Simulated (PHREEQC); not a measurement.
Consider water at 25 °C with 0.036 mol NH4HF2, 0.0078 mol H2SiF6, 0.0029 mol HBF4 and 0.12 mol HCl per kg of water. Closed to the air; pH follows from the charge balance.

Computed with PHREEQC (ion-association model, phreeqc.dat).

No solid was allowed to form.

**Question.** Estimate the pH, density, activity of water.

**Answer.** pH 1.08; density 1.001 g/cm³; activity of water 0.994.

**Question.** In which forms is F present?

**Answer.** HF 54 %, SiF6-2 36 %, BF4- 8.8 %, F- 0.6 % of the F.

Complexes and solids missing from the database can't appear. SiF6-2 is the database's only silicon fluoride. Real BF4- forms and hydrolyses slowly; the run takes it at equilibrium.
